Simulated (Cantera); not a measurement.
A perfectly stirred reactor is fed with C2H6 : N2 = 1 : 72 (molar parts), at 0.987 atm; it is held at 1650 K, and followed from long to short residence time.

Computed with Cantera and GRI-Mech 3.0 (53 species, 325 reactions). GRI-Mech 3.0 stops at C3 and has no aromatics, soot or wall deposition, so with more carbon than oxygen in the feed, carbon stays in small species such as C2H2 where larger ones or solid carbon would form.

Predict: x(C2H6) at τ = 5.40 s; x(C2H4) at τ = 5.40 s; x(C2H) at τ = 5.40 s; x(H) at τ = 5.40 s; x(HCN) at τ = 5.40 s; x(C2H6) at τ = 0.110 s; x(C2H4) at τ = 0.110 s; x(C2H) at τ = 0.110 s; x(H) at τ = 0.110 s; x(HCN) at τ = 0.110 s.


```
Property                  Result
----------------------  --------
x(C2H6) at τ = 5.40 s    6.96e-7
x(C2H4) at τ = 5.40 s    2.68e-5
x(C2H) at τ = 5.40 s     3.56e-8
x(H) at τ = 5.40 s       1.59e-5
x(HCN) at τ = 5.40 s     7.22e-6
x(C2H6) at τ = 0.110 s   2.34e-5
x(C2H4) at τ = 0.110 s  0.000133
x(C2H) at τ = 0.110 s    6.40e-8
x(H) at τ = 0.110 s      2.72e-5
x(HCN) at τ = 0.110 s    3.01e-6
```
